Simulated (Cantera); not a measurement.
Input: 1 mol Fe3O4, 2.7 mol CH4, 0.21 mol H2, held at 1748.15 K and 5.30 bar.

These are equilibrium values from Cantera (NASA tables, ideal gas, pure condensed phases), not measurements of a reactor. Candidate condensed phases: C, C6H6, C7H8, C8H18, Fe, Fe(CO)5, FeO, Fe(OH)2, Fe(OH)3, Fe2O3, Fe3O4, H2O; 114 gas species. Equilibrium is a limit: real reactors are often held back by kinetics, nucleation or transport.

Base state: H2 0.540, CO 0.304, H2O 0.135, CO2 0.0211, H 7.30e-5 (mole fractions); condensed: Fe(δ).

### Question
What changes in the equilibrium state with this change: pressure from 5.30 bar to 6.80 mbar?

### Answer
```csv
species,before,after
H2,0.540,0.537
CO,0.304,0.303
H2O,0.135,0.135
Fe,2.56e-6,0.00199
H,7.30e-5,0.00203
CO2,0.0211,0.0210
OH,1.07e-6,2.98e-5
"Fe(δ), mol",3.00,2.98
```
